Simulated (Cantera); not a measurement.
Charge: 1 mol SiHCl3, 0.075 mol HCl, 8.8 mol H2, held at 1200 °C and 0.100 bar.

These are equilibrium values from Cantera (NASA tables, ideal gas, pure condensed phases), not measurements of a reactor. Candidate condensed phases: Si; 19 gas species. The tables' values for SiCl3 are old estimates; treat these amounts as uncertain. Kinetics and transport are ignored.

Base state: H2 0.804, HCl 0.123, SiCl2 0.0594, SiCl3 0.00768, SiCl4 0.00340, SiHCl3 0.00208, SiH2Cl2 0.000200, H 3.59e-5 (mole fractions); condensed: Si(s).

Task: What changes in the equilibrium state with this change: temperature from 1200 °C to 1425 °C?

Result: 
| species | before | after |
|---|---|---|
| H2 | 0.804 | 0.796 |
| HCl | 0.123 | 0.127 |
| SiCl2 | 0.0594 | 0.0731 |
| SiCl3 | 0.00768 | 0.00268 |
| SiCl | 2.20e-6 | 4.87e-5 |
| SiCl4 | 0.00340 | 0.000194 |
| Si(s), mol | 0.216 | 0 |
| Si(l), mol | 0 | 0.171 |
The tables' values for SiCl3, SiCl are old estimates; treat these amounts as uncertain. Gases not in the tables: Si2H6 and higher silanes.

Task: What changes in the equilibrium state with this change: temperature from 1200 °C to 652 °C?

Result: 
```
species       before     after
----------  --------  --------
H2             0.804     0.911
SiCl4        0.00340    0.0574
SiHCl3       0.00208    0.0212
HCl            0.123   0.00898
SiCl2         0.0594  0.000128
H            3.59e-5     <1e-9
SiCl3        0.00768  0.000430
SiH2Cl2     0.000200  0.000767
Si(s), mol     0.216     0.195
```
